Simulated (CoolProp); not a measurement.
Saturation properties of C3F8 (R218).

Values from CoolProp's reference Helmholtz-energy equation of state, Lemmon 2006. It is a short technical equation, of lower accuracy than the large ones.

| T (K) | p (kPa) | enthalpy of vaporisation (kJ/kg) | liquid cp (kJ/(kg K)) | vapour Z | liquid viscosity (µPa s) | liquid conductivity (mW/(m K)) |
|---|---|---|---|---|---|---|
| 257.6 | 241.7 | 96.82 | 1.027 | 0.9043 | 310 | 56.2 |
| 264.5 | 309.8 | 93.82 | 1.046 | 0.8868 | 279 | 54.3 |
| 271.4 | 391.4 | 90.65 | 1.067 | 0.8672 | 251 | 52.4 |
| 278.4 | 489.8 | 87.22 | 1.090 | 0.8450 | 226 | 50.5 |
| 285.3 | 603.8 | 83.59 | 1.116 | 0.8206 | 204 | 48.7 |
| 292.2 | 736.5 | 79.67 | 1.146 | 0.7935 | 183 | 46.8 |
| 299.1 | 889.9 | 75.40 | 1.181 | 0.7631 | 165 | 45.0 |
| 306 | 1066 | 70.68 | 1.224 | 0.7290 | 147 | 43.3 |

It boils at 236.4 K under 1 atm.

Viscosity comes from a separate model (Huber 2003), an estimate that may be off by 10 % or more. Thermal conductivity comes from a separate model (Huber 2003), an estimate that may be off by 10 % or more.
